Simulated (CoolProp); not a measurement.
Fluoroethane (R161) along the isobar 5 MPa: fugacity coefficient from the reference equation and from simpler models built on Tc = 102.1 °C, pc = 5.010 MPa, ω = 0.216; each cubic takes its own stable root.

Model: reference Helmholtz-energy equation of state, Wu 2012, in CoolProp.

```json
[
 {"T (°C)": "7.85", "phase": "liquid", "reference": "0.1137", "van der Waals": "0.2787", "Redlich-Kwong": "0.1542", "Soave-Redlich-Kwong": "0.1184", "Peng-Robinson": "0.1148"},
 {"T (°C)": "17.15", "phase": "liquid", "reference": "0.1461", "van der Waals": "0.3161", "Redlich-Kwong": "0.1916", "Soave-Redlich-Kwong": "0.1525", "Peng-Robinson": "0.1476"},
 {"T (°C)": "26.55", "phase": "liquid", "reference": "0.1842", "van der Waals": "0.3558", "Redlich-Kwong": "0.2339", "Soave-Redlich-Kwong": "0.1928", "Peng-Robinson": "0.1863"},
 {"T (°C)": "35.85", "phase": "liquid", "reference": "0.2273", "van der Waals": "0.3965", "Redlich-Kwong": "0.2799", "Soave-Redlich-Kwong": "0.2383", "Peng-Robinson": "0.2300"},
 {"T (°C)": "45.15", "phase": "liquid", "reference": "0.2755", "van der Waals": "0.4385", "Redlich-Kwong": "0.3296", "Soave-Redlich-Kwong": "0.2891", "Peng-Robinson": "0.2788"},
 {"T (°C)": "54.45", "phase": "liquid", "reference": "0.3288", "van der Waals": "0.4813", "Redlich-Kwong": "0.3825", "Soave-Redlich-Kwong": "0.3449", "Peng-Robinson": "0.3325"},
 {"T (°C)": "63.75", "phase": "liquid", "reference": "0.3866", "van der Waals": "0.5247", "Redlich-Kwong": "0.4378", "Soave-Redlich-Kwong": "0.4050", "Peng-Robinson": "0.3904"},
 {"T (°C)": "73.05", "phase": "liquid", "reference": "0.4484", "van der Waals": "0.5682", "Redlich-Kwong": "0.4948", "Soave-Redlich-Kwong": "0.4684", "Peng-Robinson": "0.4516"},
 {"T (°C)": "82.45", "phase": "liquid", "reference": "0.5140", "van der Waals": "0.6117", "Redlich-Kwong": "0.5529", "Soave-Redlich-Kwong": "0.5345", "Peng-Robinson": "0.5155"},
 {"T (°C)": "91.75", "phase": "liquid", "reference": "0.5809", "van der Waals": "0.6535", "Redlich-Kwong": "0.6093", "Soave-Redlich-Kwong": "0.5998", "Peng-Robinson": "0.5787"},
 {"T (°C)": "110.35", "phase": "gas", "reference": "0.6846", "van der Waals": "0.7159", "Redlich-Kwong": "0.6918", "Soave-Redlich-Kwong": "0.6951", "Peng-Robinson": "0.6716"},
 {"T (°C)": "119.65", "phase": "gas", "reference": "0.7119", "van der Waals": "0.7347", "Redlich-Kwong": "0.7151", "Soave-Redlich-Kwong": "0.7214", "Peng-Robinson": "0.6976"},
 {"T (°C)": "129.05", "phase": "gas", "reference": "0.7352", "van der Waals": "0.7514", "Redlich-Kwong": "0.7357", "Soave-Redlich-Kwong": "0.7445", "Peng-Robinson": "0.7205"},
 {"T (°C)": "138.35", "phase": "gas", "reference": "0.7554", "van der Waals": "0.7663", "Redlich-Kwong": "0.7539", "Soave-Redlich-Kwong": "0.7649", "Peng-Robinson": "0.7408"},
 {"T (°C)": "147.65", "phase": "gas", "reference": "0.7734", "van der Waals": "0.7798", "Redlich-Kwong": "0.7703", "Soave-Redlich-Kwong": "0.7833", "Peng-Robinson": "0.7592"}
]
```
